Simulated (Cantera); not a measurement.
Halide evaporation, hydrolysis and transport: BaF₂ + O₂ + N₂

Input: 1 mol BaF₂, 1.2 mol O₂, 3.7 mol N₂, equilibrated at 0.0195 Torr.

These are equilibrium values from Cantera (NASA tables, ideal gas, pure condensed phases), not measurements of a reactor. Candidate condensed phases: Ba, BaF₂, BaO; 20 gas species. Kinetics and transport are ignored.

From 1548 K to 2073 K nothing is condensed. The main Ba-bearing gas is BaF₂ throughout.

| T (K) | log p N₂ | log p O₂ | log p BaF₂ | log p O |
|---|---|---|---|---|
| 1548 | -4.79 | -5.28 | -5.36 | -7.76 |
| 1623 | -4.79 | -5.28 | -5.36 | -7.36 |
| 1698 | -4.79 | -5.28 | -5.36 | -7.00 |
| 1773 | -4.79 | -5.29 | -5.36 | -6.67 |
| 1848 | -4.79 | -5.30 | -5.36 | -6.37 |
| 1923 | -4.80 | -5.32 | -5.37 | -6.10 |
| 1998 | -4.80 | -5.36 | -5.37 | -5.86 |
| 2073 | -4.81 | -5.42 | -5.39 | -5.65 |
log p: log10 of the partial pressure in bar; nothing condenses.
